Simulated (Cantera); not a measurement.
An isothermal, constant-pressure homogeneous reactor starts with 0.238 % CO, 0.723 % O2, 0.0505 % H2O, 99.0 % N2, equivalence ratio 0.16, at 1450 K and 18000 Pa.

Computed with Cantera and GRI-Mech 3.0 (53 species, 325 reactions).

x: mole fraction; the columns are a selection and need not sum to one.

| t (s) | x CO | x O2 | x H2O | x H | x NO | x NO2 |
|---|---|---|---|---|---|---|
| 1.00e-5 | 0.00238 | 0.00723 | 0.000505 | <1e-12 | <1e-12 | <1e-12 |
| 5.66e-5 | 0.00238 | 0.00723 | 0.000505 | <1e-12 | <1e-12 | <1e-12 |
| 0.000321 | 0.00238 | 0.00723 | 0.000505 | 4.18e-12 | <1e-12 | <1e-12 |
| 0.00182 | 0.00238 | 0.00723 | 0.000505 | 1.36e-10 | <1e-12 | <1e-12 |
| 0.0103 | 0.00238 | 0.00723 | 0.000505 | 8.56e-9 | <1e-12 | <1e-12 |
| 0.0583 | 0.00108 | 0.00626 | 0.000357 | 0.000181 | 1.42e-7 | 2.55e-11 |
| 0.330 | 6.36e-5 | 0.00602 | 0.000476 | 1.33e-5 | 1.55e-6 | 6.07e-10 |
| 1.87 | 3.03e-6 | 0.00604 | 0.000501 | 1.58e-7 | 1.83e-6 | 1.72e-9 |
| 10.6 | [?] | 0.00604 | 0.000504 | [?] | 1.87e-6 | [?] |
| 60.0 | 1.64e-7 | 0.00604 | 0.000504 | 2.71e-9 | 1.90e-6 | 8.55e-10 |

**Question.** Fill in the missing entries.

**Answer.** 
- 10.6, x CO: 3.09e-7
- 10.6, x H: 6.46e-9
- 10.6, x NO2: 1.07e-9
